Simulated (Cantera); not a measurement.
Input (Python, Cantera):

```python
import numpy as np
import cantera as ct

gas = ct.Solution("SiF4_NH3_mec.yaml", "gas")
gas.TPX = 2325, 100000, {'NH3': 0.53, 'H2': 3.7}
reactor = ct.IdealGasConstPressureReactor(gas, energy="off", clone=False)
net = ct.ReactorNet([reactor])
net.rtol, net.atol = 1e-08, 1e-18
show = ['NH3', 'H2', 'NH2', 'N2', 'N']
times = np.geomspace(1e-06, 6, 10)

steps = ct.SolutionArray(gas, extra=["t"])
rows = []
print(f"{'t/s':>10s}{'T/K':>9s}{'P/Pa':>11s}" + "".join(f"{s:>11s}" for s in show))
for t in times:
    while net.time < t:
        t_next = net.step()
        steps.append(gas.state, t=t_next)
    rows.append([np.interp(t, steps.t, y) for y in (steps.T, steps.P, *steps(*show).X.T)])
    print(f"{t:10.3e}{rows[-1][0]:9.1f}{rows[-1][1]:11.4g}" + "".join(f"{x:11.3e}" for x in rows[-1][2:]))
rate = np.gradient(steps.T, steps.t)
print("integrator steps:", len(steps.t))
if steps.T.max() > steps.T[0] + 200:
    print(f"time of steepest temperature rise: {steps.t[rate.argmax()]:.4e} s")
gas.TPX = 2325, 100000, {'NH3': 0.53, 'H2': 3.7}
gas.equilibrate("TP")
print(f"equilibrium (TP): T = {gas.T:.1f} K  " + "  ".join(f"{s} {gas[s].X[0]:.3e}" for s in show))
```

It prints:

```
       t/s      T/K       P/Pa        NH3         H2        NH2         N2          N
 1.000e-06   2325.0      1e+05  1.253e-01  8.747e-01  1.934e-05  2.014e-12  2.169e-11
 5.664e-06   2325.0      1e+05  1.252e-01  8.745e-01  1.065e-04  1.197e-08  6.226e-09
 3.208e-05   2325.0      1e+05  1.245e-01  8.736e-01  5.666e-04  2.813e-05  1.008e-06
 1.817e-04   2325.0      1e+05  1.170e-01  8.762e-01  1.094e-03  3.048e-03  8.034e-06
 1.029e-03   2325.0      1e+05  7.822e-02  8.975e-01  8.364e-04  2.040e-02  8.195e-06
 5.830e-03   2325.0      1e+05  7.778e-03  9.334e-01  1.778e-04  5.193e-02  8.378e-06
 3.302e-02   2325.0      1e+05  1.319e-04  9.339e-01  4.812e-06  5.531e-02  5.854e-07
 1.870e-01   2325.0      1e+05  1.847e-05  9.339e-01  6.743e-07  5.537e-02  8.216e-08
 1.059e+00   2325.0      1e+05  3.859e-06  9.339e-01  1.409e-07  5.537e-02  1.717e-08
 6.000e+00   2325.0      1e+05  2.695e-06  9.339e-01  9.840e-08  5.537e-02  1.199e-08
integrator steps: 1319
equilibrium (TP): T = 2325.0 K  NH3 2.695e-06  H2 9.339e-01  NH2 9.839e-08  N2 5.537e-02  N 1.199e-08
```

Computed with Cantera and the gas-phase N/H chemistry of the illustrative SiF4/NH3 mechanism in the Surface Chemkin manual (1991). Walls and surfaces, which speed up NH3 decomposition in real reactors, are not modelled.
